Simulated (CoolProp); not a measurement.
Vapour-liquid equilibrium of propylene (1) + dimethyl ether (2) at 211.6 K; x and y are mole fractions of (1).

Values from CoolProp's multi-fluid Helmholtz-energy mixture model, Lemmon 2013 and Wu 2011; pair parameters Bell 2016.

Problem. Give the bubble pressure and the first vapour's composition at x = 0.25, 0.35, 0.75. Is there an azeotrope?

Solution. x = 0.25: 0.02684 MPa, y = 0.578; x = 0.35: 0.03087 MPa, y = 0.675; x = 0.75: 0.04398 MPa, y = 0.896. No azeotrope shows between x = 0.05 and 0.95.

Pair parameters are fitted to limited data, so mixtures are less certain than the pure fluids.
